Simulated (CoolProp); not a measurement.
A single-stage vapour-compression cycle with the fluid: evaporating at 290.15 K (dew point), condensing at 352.15 K (bubble point), superheat 10 K, subcooling 0 K, compressor efficiency 0.65, no pressure losses. The same conditions are run with several fluids, on thermodynamics alone (safety and materials aside).

Computed with CoolProp (reference Helmholtz-energy equation of state of each fluid (n-hexane: Thol 2019; n-butane: Bücker 2006; R365MFC: Lemmon 2016; c-C4F8 (RC318): Platzer 1990; R152A: Outcalt 1996; R123: Younglove 1994)). The equations of Platzer and Polt are older, rougher fits.

| fluid | cooling COP | pressure ratio | discharge temperature (K) | refrigerating effect (kJ/kg) | volumetric capacity (kJ/m³) |
|---|---|---|---|---|---|
| n-hexane | 2.29 | 9.83 | 361.5 | 241 | 118 |
| n-butane | 2.15 | 5.26 | 368.3 | 226 | 1050 |
| R365MFC | 2.17 | 8.43 | 359.2 | 120 | 296 |
| c-C4F8 (RC318) | 1.50 | 5.47 | 352.1 | 42.3 | 878 |
| R152A | 2.08 | 4.91 | 395.1 | 179 | 2470 |
| R123 | 2.32 | 7.09 | 377.1 | 116 | 493 |

The compression ends wet for: c-C4F8 (RC318).
